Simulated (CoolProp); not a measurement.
Model: reference Helmholtz-energy equation of state, Bücker 2006, in CoolProp.

**Question.** Give the vapour pressure (MPa), vapour density (kg/m³), enthalpy of vaporisation (kJ/kg), liquid cp (kJ/(kg K)) of saturated isobutane at 45.75, 57.95, 66.05 °C.

**Answer.** 
```json
[
 {"T (°C)": "45.75", "p (MPa)": "0.616", "vapour density (kg/m³)": "15.8", "enthalpy of vaporisation (kJ/kg)": "304", "liquid cp (kJ/(kg K))": "2.58"},
 {"T (°C)": "57.95", "p (MPa)": "0.829", "vapour density (kg/m³)": "21.4", "enthalpy of vaporisation (kJ/kg)": "288", "liquid cp (kJ/(kg K))": "2.69"},
 {"T (°C)": "66.05", "p (MPa)": "0.997", "vapour density (kg/m³)": "25.9", "enthalpy of vaporisation (kJ/kg)": "276", "liquid cp (kJ/(kg K))": "2.77"}
]
```
